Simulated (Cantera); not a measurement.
What does this Cantera script print?

```python
import numpy as np
import cantera as ct

gas_names = [...]  # 110 gases of nasa_gas.yaml made of C, H, O
cond_names = """
    C(gr) C6H6(L) C7H8(L) C8H18(L),n-octa H2O(s) H2O(L)
""".split()


# ... load() reads the species with a 1 bar reference pressure and builds the phases ...
atoms = {
    'C2H4': {'C': 2, 'H': 4},
    'H2O': {'H': 2, 'O': 1},
    'H2': {'H': 2},
}
top_T = {'C(gr)': 4500}  # K; cautious upper limits of use, not melting points


# ... equilibrate(T, P, feed) seeds the gas with the atoms and calls Mixture.equilibrate('TP', solver="vcs", rtol=1e-11, max_steps=5000) ...
results = []
feed = {'C2H4': 1, 'H2O': 0.022, 'H2': 11}  # mol
T = 1998  # K
P = 13332.2  # Pa
mix = equilibrate(T, P, feed)
results.append((T, P, feed, dict(zip(mix.species_names, mix.species_moles))))
x = sorted(zip(gas.X, gas.species_names), reverse=True)
print(f"T = {T:g} K  P = {P:g} Pa  gas = {mix.phase_moles(0):.4g} mol")
print("   x: " + "  ".join(f"{s} {v:.3e}" for v, s in x if v > 0.001))
print("   condensed (mol): " + ("  ".join(f"{mix.phase(i).name} {mix.phase_moles(i):.4g}"
      for i in range(1, mix.n_phases) if mix.phase_moles(i) > 1e-12) or "none"))
```

Result:

```
T = 1998 K  P = 13332.2 Pa  gas = 13.07 mol
   x: H2 9.931e-01  H 4.378e-03  CO 1.683e-03
   condensed (mol): C(gr) 1.957
```

Method: chemical equilibrium by Gibbs-energy minimisation in Cantera with the NASA 1993 tables (ideal gas, pure condensed phases).
